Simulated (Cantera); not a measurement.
A closed system holds: 1 mol borazine, a varied amount of O2, 0.27 mol H2, 25 mol N2, held at 1000 Pa.

Equilibrium computed with Cantera from the NASA thermochemical tables; the gas is ideal and each condensed phase is pure. Candidate condensed phases: B, BN, B2O3, B3O3H3, H2O; 39 gas species. The feed counts by its element totals alone. Mutual solubility and eutectic melting of coexisting phases are not modelled. The numbers say what is thermodynamically allowed, not how fast it happens.

Stable condensed phases, one row left out:

```
T in K \ n(O2) in mol
         0.9 1.2 1.7 2.3 3.2 4.4 6.1 8.4
   2000    A   A   B   B   B   B   B   B
   1900    A   A   B   B   B   B   B   B
   1800    A   A   A   B   B   B   B   B
   1700    A   A   A   B   B   B   B   B
   1500    C   C   C   D   D   D   D   D
   1400    C   C   C   D   D   D   D   D
   1300    C   C   C   D   D   D   D   D
   1200    C   C   C   D   D   D   D   D
   1100    C   C   C   D   D   D   D   D
   1000    C   C   C   D   D   D   D   D
    900    C   C   C   D   D   D   D   D
```

A: BN; B: gas only; C: BN + B2O3; D: B2O3.

Task: Give the row for 1600 K.

Result: 0.9: BN; 1.2: BN + B2O3; 1.7: BN + B2O3; 2.3: B2O3; 3.2: gas only; 4.4: gas only; 6.1: gas only; 8.4: gas only.
